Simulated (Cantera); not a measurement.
A closed system holds: 1 mol Ti, 190 mol H2, equilibrated at 3.80 mbar.

Method: chemical equilibrium by Gibbs-energy minimisation in Cantera with the NASA 1993 tables (ideal gas, pure condensed phases). Candidate condensed phases: Ti; 3 gas species. Kinetics and transport are ignored. All values below are at 1000 K.

Base state: H2 1.00 (mole fractions); condensed: Ti(α).

### Question
What changes in the equilibrium state with this change: Ti replaced by TiCl4?

### Answer
```csv
species,before,after
H2,1.00,0.990
HCl,0,0.00459
TiCl3,0,0.00458
TiCl4,0,0.000640
"Ti(α), mol",1.00,0
```
Further candidate phases: TiCl2, TiCl3, TiCl4.
